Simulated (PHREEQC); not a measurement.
NaCl is added in steps, without added water, to 1 kg of water holding 42 mmol/kgw Ni(NO3)2, 2.1 mmol/kgw Na2SO4 and 1.1 mmol/kgw HCl, at 25 °C. O2 is buffered at 0.21 atm. No CO2 enters from the air. Solids allowed: Ni(OH)2, Ni4(OH)6SO4, Halite, Mirabilite, Morenosite. Others were left out.

Base run: PHREEQC, ion-association model, wateq4f.dat. Each further column changes one thing. The table gives pH.

```csv
NaCl added (mol),base,Debye-Hückel limiting law,Davies equation for every ion,all activity coefficients set to 1
0,3.06,3.16,3.09,2.97
0.0255,3.07,3.17,3.09,2.97
0.0595,3.07,3.19,3.10,2.97
0.085,3.07,3.20,3.10,2.97
0.1105,3.08,3.22,3.10,2.97
0.1445,3.08,3.23,3.11,2.97
0.17,3.08,3.24,3.11,2.97
```
